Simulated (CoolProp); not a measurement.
Vapour-liquid equilibrium of octamethyltrisiloxane (MDM) (1) + octamethylcyclotetrasiloxane (D4) (2) at 0.0734 bar; x and y are mole fractions of (1).

The numbers come from the multi-fluid Helmholtz-energy mixture model, Thol 2017 and Thol 2015; pair parameters Bell 2016 in CoolProp.

```json
[
 {"x": "0.05", "bubble temperature, mixture model (K)": "367.2", "bubble temperature, Raoult's law (K)": "367.4", "y, mixture model": "0.117", "y, Raoult's law": "0.110"},
 {"x": "0.125", "bubble temperature, mixture model (K)": "364.9", "bubble temperature, Raoult's law (K)": "365.3", "y, mixture model": "0.262", "y, Raoult's law": "0.253"},
 {"x": "0.2", "bubble temperature, mixture model (K)": "362.9", "bubble temperature, Raoult's law (K)": "363.3", "y, mixture model": "0.380", "y, Raoult's law": "0.374"},
 {"x": "0.275", "bubble temperature, mixture model (K)": "361.0", "bubble temperature, Raoult's law (K)": "361.4", "y, mixture model": "0.479", "y, Raoult's law": "0.478"},
 {"x": "0.35", "bubble temperature, mixture model (K)": "359.4", "bubble temperature, Raoult's law (K)": "359.7", "y, mixture model": "0.565", "y, Raoult's law": "0.567"},
 {"x": "0.425", "bubble temperature, mixture model (K)": "357.8", "bubble temperature, Raoult's law (K)": "358.1", "y, mixture model": "0.639", "y, Raoult's law": "0.645"},
 {"x": "0.5", "bubble temperature, mixture model (K)": "356.4", "bubble temperature, Raoult's law (K)": "356.5", "y, mixture model": "0.705", "y, Raoult's law": "0.712"},
 {"x": "0.575", "bubble temperature, mixture model (K)": "355.0", "bubble temperature, Raoult's law (K)": "355.1", "y, mixture model": "0.764", "y, Raoult's law": "0.772"},
 {"x": "0.65", "bubble temperature, mixture model (K)": "353.7", "bubble temperature, Raoult's law (K)": "353.7", "y, mixture model": "0.817", "y, Raoult's law": "0.824"},
 {"x": "0.725", "bubble temperature, mixture model (K)": "352.4", "bubble temperature, Raoult's law (K)": "352.4", "y, mixture model": "0.865", "y, Raoult's law": "0.870"},
 {"x": "0.8", "bubble temperature, mixture model (K)": "351.2", "bubble temperature, Raoult's law (K)": "351.2", "y, mixture model": "0.907", "y, Raoult's law": "0.911"},
 {"x": "0.875", "bubble temperature, mixture model (K)": "350.0", "bubble temperature, Raoult's law (K)": "350.0", "y, mixture model": "0.946", "y, Raoult's law": "0.947"},
 {"x": "0.95", "bubble temperature, mixture model (K)": "348.9", "bubble temperature, Raoult's law (K)": "348.9", "y, mixture model": "0.980", "y, Raoult's law": "0.980"}
]
```

The largest gap from Raoult's law is -0.4 K in bubble temperature, at x = 0.2. No azeotrope shows between x = 0.05 and 0.95.

The pair parameters rest on a limited set of measurements; away from them the model extrapolates.
